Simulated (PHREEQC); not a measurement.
Model water analysis in mg/L, 5 °C, pH 6.99, pe 12.4: Na 289; K 144; Ca 204; Mg 14.4; Cl 273; S(6) as SO4 584; Alkalinity as HCO3 454; N(5) as NO3 1.86; B 0.116.

Valence states are taken as typed.

Model: ion-association model, phreeqc.dat, run in PHREEQC.

Precipitation was switched off in this run.

Problem. Order these C species by the share of C that they hold, largest first: HCO3-, NaHCO3, CaHCO3+, MgHCO3+, CO2.

Solution. HCO3- (76 %), CO2 (22 %), CaHCO3+ (1.3 %), NaHCO3 (0.43 %), MgHCO3+ (0.22 %)

Problem. Order these Ca species by the share of Ca that they hold, largest first: CaHCO3+, Ca+2, CaSO4.

Solution. Ca+2 (81 %), CaSO4 (17 %), CaHCO3+ (2.5 %)

The pH is 6.99 and the ionic strength 0.0349 mol/kgw. Species that the database lacks are ignored. Constants without temperature data keep their 25 °C values here.
